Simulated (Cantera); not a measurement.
A Cantera script and what it prints.

```python
import numpy as np
import cantera as ct

gas_names = """
    F F2 N NF NF2 NF3 N2 Si SiF SiF2 SiF3 SiF4 SiN Si2 Si2N Si3
""".split()
cond_names = """
    Si(cr) Si(L) Si3N4(a)
""".split()


# ... load() reads the species with a 1 bar reference pressure and builds the phases ...
atoms = {
    'Si': {'Si': 1},
    'F2': {'F': 2},
    'N2': {'N': 2},
}
top_T = {'Si3N4(a)': 2400}  # K; cautious upper limits of use, not melting points


# ... equilibrate(T, P, feed) seeds the gas with the atoms and calls Mixture.equilibrate('TP', solver="vcs", rtol=1e-11, max_steps=5000) ...
results = []
feed = {'Si': 1, 'F2': 2.3, 'N2': 0.26}  # mol
P = 13332.2  # Pa
for T in [925, 1000, 1075, 1150, 1225, 1300, 1375]:
    mix = equilibrate(T, P, feed)
    results.append((T, P, feed, dict(zip(mix.species_names, mix.species_moles))))
    x = sorted(zip(gas.X, gas.species_names), reverse=True)
    print(f"T = {T:g} K  P = {P:g} Pa  gas = {mix.phase_moles(0):.4g} mol")
    print("   x: " + "  ".join(f"{s} {v:.3e}" for v, s in x if v > 0.0001))
    print("   condensed (mol): " + ("  ".join(f"{mix.phase(i).name} {mix.phase_moles(i):.4g}"
          for i in range(1, mix.n_phases) if mix.phase_moles(i) > 1e-12) or "none"))
```

Result:

```
T = 925 K  P = 13332.2 Pa  gas = 1.59 mol
   x: SiF4 6.288e-01  N2 1.611e-01  F2 1.575e-01  F 4.780e-02  NF3 4.816e-03
   condensed (mol): none
T = 1000 K  P = 13332.2 Pa  gas = 1.638 mol
   x: SiF4 6.103e-01  N2 1.582e-01  F2 1.326e-01  F 9.786e-02  NF3 1.044e-03
   condensed (mol): none
T = 1075 K  P = 13332.2 Pa  gas = 1.699 mol
   x: SiF4 5.884e-01  F 1.646e-01  N2 1.529e-01  F2 9.392e-02  NF3 2.077e-04
   condensed (mol): none
T = 1150 K  P = 13332.2 Pa  gas = 1.763 mol
   x: SiF4 5.673e-01  F 2.302e-01  N2 1.475e-01  F2 5.500e-02
   condensed (mol): none
T = 1225 K  P = 13332.2 Pa  gas = 1.81 mol
   x: SiF4 5.524e-01  F 2.765e-01  N2 1.436e-01  F2 2.745e-02
   condensed (mol): none
T = 1300 K  P = 13332.2 Pa  gas = 1.837 mol
   x: SiF4 5.445e-01  F 3.013e-01  N2 1.416e-01  F2 1.271e-02
   condensed (mol): none
T = 1375 K  P = 13332.2 Pa  gas = 1.849 mol
   x: SiF4 5.408e-01  F 3.127e-01  N2 1.406e-01  F2 5.914e-03
   condensed (mol): none
```

Cantera equilibrium calculation (NASA polynomials, part measured and part estimated; ideal gas, pure solids and liquids).
